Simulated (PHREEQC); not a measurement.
A column of 0.2 m (40 cells, dispersivity 0.016 m, 300 s a shift, diffusion coefficient 3e-10 m²/s) holds 0.028 eq of the database's cation exchanger X per kg of pore water, first in equilibrium with 0.0028 mol CaCl2, 0.0028 mol (NH4)2SO4 and 1e-05 mol HCl per kg of water. It is flushed with 0.0072 mol/kgw MgSO4 and 1e-05 mol/kgw HCl, at 25 °C. Values are for the last cell. The system is closed to CO2. Precipitation was switched off in this run.

Model: ion-association model, phreeqc.dat, run in PHREEQC.

| pore volumes | Mg in solution (mol/kgw) | NH4 in solution (mol/kgw) | Cl in solution (mol/kgw) | Ca in solution (mol/kgw) | S in solution (mol/kgw) | NH4X on the exchanger (mol/kgw) | MgX2 on the exchanger (mol/kgw) |
|---|---|---|---|---|---|---|---|
| 0 | 0 | 0.00560 | 0.00561 | 0.00280 | 0.00280 | 0.00454 | 0 |
| 0.4125 | 2.33e-11 | 0.00561 | 0.00553 | 0.00282 | 0.00286 | 0.00454 | 5.84e-11 |
| 1.012 | 5.57e-5 | 0.00545 | 0.00232 | 0.00376 | 0.00539 | 0.00397 | 0.000104 |
| 1.413 | 0.000628 | 0.00389 | 0.000780 | 0.00441 | 0.00660 | 0.00262 | 0.000976 |
| 1.812 | 0.00175 | 0.00224 | 0.000231 | 0.00427 | 0.00703 | 0.00147 | 0.00256 |
| 2.413 | 0.00341 | 0.000831 | 4.03e-5 | 0.00337 | 0.00718 | 0.000551 | 0.00510 |
| 2.812 | 0.00426 | 0.000409 | 1.78e-5 | 0.00273 | 0.00719 | 0.000276 | 0.00661 |
| 3.212 | 0.00492 | 0.000198 | 1.20e-5 | 0.00218 | 0.00720 | 0.000136 | 0.00792 |
| 3.612 | 0.00542 | 9.52e-5 | 1.05e-5 | 0.00173 | 0.00720 | 6.65e-5 | 0.00904 |
| 4.213 | 0.00598 | 3.14e-5 | 1.01e-5 | 0.00121 | 0.00720 | 2.24e-5 | 0.0104 |
| 4.612 | 0.00625 | 1.50e-5 | 1.00e-5 | 0.000947 | 0.00720 | 1.08e-5 | 0.0111 |
| 5.013 | 0.00646 | 7.12e-6 | 1.00e-5 | 0.000740 | 0.00720 | 5.18e-6 | 0.0117 |
| 5.612 | 0.00669 | 2.33e-6 | 1.00e-5 | 0.000507 | 0.00720 | 1.71e-6 | 0.0124 |
| 6.013 | 0.00681 | 1.10e-6 | 1.00e-5 | 0.000392 | 0.00720 | 8.16e-7 | 0.0127 |
